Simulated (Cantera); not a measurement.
Input: 1 mol c-C4F8, 0.14 mol H2, equilibrated at 2225 °C and 77.0 Pa.

Cantera equilibrium calculation (NASA polynomials, part measured and part estimated; ideal gas, pure solids and liquids). Candidate condensed phases: C, C6H6, C7H8, C8H18; 95 gas species. The feed counts by its element totals alone. Equilibrium is a limit: real reactors are often held back by kinetics, nucleation or transport.

Base state: F 0.867, CF2 0.0667, HF 0.0372, CF 0.0281, C3 0.000626, C 0.000210, CF3 0.000126, H 7.20e-5 (mole fractions); condensed: C(graphite).

Problem. What changes in the equilibrium state with this change: temperature from 2225 °C to 3127 °C?

Solution. 
```
species             before    after
----------------  --------  -------
F                    0.867    0.692
C                 0.000210    0.214
C3                0.000626   0.0252
CF2                 0.0667  4.42e-5
C2                 5.76e-5   0.0244
H                  7.20e-5   0.0207
HF                  0.0372  0.00430
CF                  0.0281   0.0188
CF3               0.000126    <1e-9
CF4                3.92e-5    <1e-9
C2H                5.53e-8  1.31e-5
C(graphite), mol      3.27        0
```

Problem. What changes in the equilibrium state with this change: H2 from 0.14 to 4.7 mol?

Solution. 
| species | before | after |
|---|---|---|
| HF | 0.0372 | 0.845 |
| H | 7.20e-5 | 0.123 |
| H2 | 6.43e-9 | 0.0189 |
| F | 0.867 | 0.0115 |
| CF2 | 0.0667 | 1.17e-5 |
| CF | 0.0281 | 0.000372 |
| C2H2 (acetylene) | <1e-9 | 0.000203 |
| CF3 | 0.000126 | <1e-9 |
| CF4 | 3.92e-5 | <1e-9 |
| C(graphite), mol | 3.27 | 3.97 |
